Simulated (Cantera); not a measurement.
TiCl4 + O2 (titanium nitride, carbide and oxide coatings)

Charge: 1 mol TiCl4, 0.87 mol O2, equilibrated at 652 °C and 0.203 Torr.

Equilibrium computed with Cantera from the NASA thermochemical tables; the gas is ideal and each condensed phase is pure. Candidate condensed phases: Ti, TiCl2, TiCl3, TiCl4, TiO, TiO2, Ti2O3, Ti3O5, Ti4O7; 15 gas species. Condensed phases not in the tables: TiOCl. Equilibrium is a limit: real reactors are often held back by kinetics, nucleation or transport.

- x(Cl2): 0.924
- x(TiCl4): 0.0693
- x(Cl): 0.00677
- x(O2): 1.19e-6
- n(TiO2(rutile)): 0.870 mol
- gas amount: 1.876 mol
- log10 activity of TiCl4(l) (absent): -6.68
- log10 activity of TiCl3(s) (absent): -10.29
- log10 activity of Ti4O7(s) (absent): -11.05
